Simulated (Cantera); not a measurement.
An adiabatic, constant-volume homogeneous reactor starts with CH4 : H2 : O2 : N2 = 1 : 0.34 : 3.62 : 13.6 (molar parts), at 1200 K and 3750 Torr. Integrator tolerance rtol = 1e-08.

Detailed kinetics in Cantera: GRI-Mech 3.0 (53 species, 325 reactions).

Question: What does this change do: constant pressure in place of constant volume?

Answer: 
| quantity | before | after |
|---|---|---|
| time of steepest temperature rise | 0.777 ms | 0.846 ms |
| temperature at 5.00 s | 2612 K | 2376 K |
| equilibrium temperature | 2612 K | 2376 K |
| x(CH4) at 5.00 s | <1e-12 (gas-phase equilibrium <1e-12) | <1e-12 (gas-phase equilibrium <1e-12) |
| x(H2) at 5.00 s | 0.00139 (gas-phase equilibrium 0.00139) | 0.000651 (gas-phase equilibrium 0.000651) |
| x(O2) at 5.00 s | 0.0700 (gas-phase equilibrium 0.0700) | 0.0727 (gas-phase equilibrium 0.0727) |
| x(H) at 5.00 s | 0.000458 (gas-phase equilibrium 0.000458) | 0.000163 (gas-phase equilibrium 0.000163) |
| x(CH3) at 5.00 s | <1e-12 (gas-phase equilibrium <1e-12) | <1e-12 (gas-phase equilibrium <1e-12) |
